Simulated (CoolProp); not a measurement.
Vapour pressure (MPa) of R124: the reference equation beside estimates from Tc = 395.4 K, pc = 3.624 MPa, ω = 0.288. Clausius-Clapeyron is anchored at 231.6 K with a constant enthalpy of vaporisation of 24.44 kJ/mol.

Model: reference Helmholtz-energy equation of state, de Vries 1995, in CoolProp.

```
T (K)  reference  Lee-Kesler  Clausius-Clapeyron  van der Waals  Redlich-Kwong  Peng-Robinson
-----  ---------  ----------  ------------------  -------------  -------------  -------------
211.7   0.007051    0.006851            0.007356         0.1578        0.02012       0.007400
221.6    0.01348     0.01315             0.01368         0.2099        0.03489        0.01393
231.6    0.02425     0.02378             0.02425         0.2735        0.05734        0.02477
241.5    0.04099     0.04040             0.04081         0.3485            [?]        0.04150
251.4    0.06599     0.06535             0.06590         0.4363         0.1330        0.06636
261.4     0.1022      0.1017              0.1031         0.5390         0.1917         0.1023
271.3     0.1520      0.1517              0.1554         0.6553         0.2669         0.1516
281.3     0.2195      0.2197              0.2283         0.7885         0.3626         0.2185
291.2     0.3069      0.3079              0.3257         0.9365         0.4794         0.3053
301.1     0.4187      0.4204              0.4540          1.101         0.6206         0.4165
311.1        [?]         [?]              0.6213          1.286         0.7905         0.5578
```

Question: Complete the blanks.

Answer: 
- 241.5, Redlich-Kwong: 0.08919
- 311.1, reference: 0.5604
- 311.1, Lee-Kesler: 0.5628

Absolute difference from the reference over all 11 rows, mean and median: Lee-Kesler 1.1 and 0.5 %, Clausius-Clapeyron 3.5 and 2.2 %, van der Waals 677.2 and 427.4 %, Redlich-Kwong 97.6 and 87.6 %, Peng-Robinson 1.3 and 0.5 %.
